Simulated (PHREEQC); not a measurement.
Dissolve 0.16 mol/kgw NaHCO3, 0.0006 mol/kgw Na2SO4 and 0.0032 mol/kgw KCl at 25 °C. Closed to the air; pH follows from the charge balance.

Model: ion-association model, phreeqc.dat, run in PHREEQC.

### Question
The ionic strength comes out as 0.158 mol/kgw. What activity coefficients do NaSO4-, CO3-2, OH-, Na+, SO4-2 get?

### Answer
NaSO4- 0.76, CO3-2 0.33, OH- 0.73, Na+ 0.76, SO4-2 0.32.

No solid was allowed to form.
